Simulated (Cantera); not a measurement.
Cantera run, input and output.

```python
import numpy as np
import cantera as ct

gas = ct.Solution("gri30.yaml")
gas.TPX = 1600, 1300000, {'CH4': 1, 'CO2': 3.4}
reactor = ct.IdealGasConstPressureReactor(gas, energy="off", clone=False)
net = ct.ReactorNet([reactor])
net.rtol, net.atol = 1e-08, 1e-18
show = ['CH4', 'CO2', 'CO', 'C2H', 'H2', 'H2O2', 'C2H6']
times = np.geomspace(7e-05, 3, 10)

steps = ct.SolutionArray(gas, extra=["t"])
rows = []
print(f"{'t/s':>10s}{'T/K':>9s}{'P/Pa':>11s}" + "".join(f"{s:>11s}" for s in show))
for t in times:
    while net.time < t:
        t_next = net.step()
        steps.append(gas.state, t=t_next)
    rows.append([np.interp(t, steps.t, y) for y in (steps.T, steps.P, *steps(*show).X.T)])
    print(f"{t:10.3e}{rows[-1][0]:9.1f}{rows[-1][1]:11.4g}" + "".join(f"{x:11.3e}" for x in rows[-1][2:]))
rate = np.gradient(steps.T, steps.t)
print("integrator steps:", len(steps.t))
if steps.T.max() > steps.T[0] + 200:
    print(f"time of steepest temperature rise: {steps.t[rate.argmax()]:.4e} s")
gas.TPX = 1600, 1300000, {'CH4': 1, 'CO2': 3.4}
gas.equilibrate("TP")
print(f"equilibrium (TP): T = {gas.T:.1f} K  " + "  ".join(f"{s} {gas[s].X[0]:.3e}" for s in show))
```

Result:

```
       t/s      T/K       P/Pa        CH4        CO2         CO        C2H         H2       H2O2       C2H6
 7.000e-05   1600.0    1.3e+06  2.265e-01  7.726e-01  2.102e-05  4.982e-13  3.823e-04  1.821e-16  2.546e-04
 2.290e-04   1600.0    1.3e+06  2.247e-01  7.723e-01  1.017e-04  6.560e-12  1.508e-03  3.711e-16  8.322e-04
 7.489e-04   1600.0    1.3e+06  2.176e-01  7.695e-01  7.516e-04  1.303e-10  6.970e-03  2.119e-15  1.626e-03
 2.450e-03   1600.0    1.3e+06  1.961e-01  7.522e-01  6.260e-03  1.286e-09  2.623e-02  1.584e-14  1.147e-03
 8.013e-03   1600.0    1.3e+06  1.504e-01  6.903e-01  3.849e-02  4.387e-09  5.246e-02  9.777e-14  5.567e-04
 2.621e-02   1600.0    1.3e+06  7.786e-02  5.434e-01  1.404e-01  1.006e-08  4.836e-02  6.657e-13  2.284e-04
 8.573e-02   1600.0    1.3e+06  2.516e-02  3.966e-01  2.634e-01  1.326e-08  5.044e-02  1.854e-12  4.231e-05
 2.804e-01   1600.0    1.3e+06  1.978e-02  3.092e-01  3.674e-01  5.421e-09  7.813e-02  1.146e-12  2.089e-05
 9.172e-01   1600.0    1.3e+06  1.398e-02  2.420e-01  4.467e-01  1.002e-09  1.106e-01  6.804e-13  7.686e-06
 3.000e+00   1600.0    1.3e+06  3.838e-03  2.088e-01  4.799e-01  4.153e-11  1.331e-01  5.324e-13  4.880e-07
integrator steps: 1892
equilibrium (TP): T = 1600.0 K  CH4 1.780e-06  CO2 2.016e-01  CO 4.859e-01  C2H 1.000e-17  H2 1.391e-01  H2O2 5.168e-13  C2H6 1.118e-13
```

Model: GRI-Mech 3.0 (53 species, 325 reactions), integrated in Cantera. The pressure lies above the range GRI-Mech 3.0 was tuned for (to about 10 atm).
